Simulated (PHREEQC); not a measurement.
Make-up at 25 °C: 2.2 mmol/kgw NaHSO4, 0.86 mmol/kgw Na2SO4 and 9.1 mmol/kgw LiCl. Closed to the air; pH follows from the charge balance.

Model: ion-association model, wateq4f.dat, run in PHREEQC.

No solid was allowed to form.

Problem. Estimate the pH.

Solution. pH 2.77.

Problem. In which forms is S present?

Solution. SO4-2 87 %, HSO4- 9.8 %, LiSO4- 2.1 %, NaSO4- 1.0 % of the S.
